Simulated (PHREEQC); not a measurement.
Make-up at 25 °C: 0.29 mol AlCl3 per kg of water. Closed to the air; pH follows from the charge balance.

Equilibrium calculation in PHREEQC: ion-association model, phreeqc.dat.

No solid was allowed to form.

Problem. What pH, density, activity of water does the model give?

Solution. pH 3.06; density 1.030 g/cm³; activity of water 0.980.

Caution: at this ionic strength the ion-association model is outside its range; a Pitzer model would be the better tool where its parameters exist.
